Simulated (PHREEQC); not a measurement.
Silver or lead bath

Dissolve 0.0011 mol Pb(NO3)2, 0.00086 mol KBr and 0.017 mol Zn(NO3)2 per kg of water at 25 °C. Closed to the air; pH follows from the charge balance.

Computed with PHREEQC (ion-association model, phreeqc.dat).

This is a speciation only: nothing precipitates in the calculation.

Q: Predict the pH.

A: pH 5.38.

Q: In which forms is Br present?

A: Br- 98 %, PbBr+ 2.2 % of the Br.

Species that the database lacks are ignored.
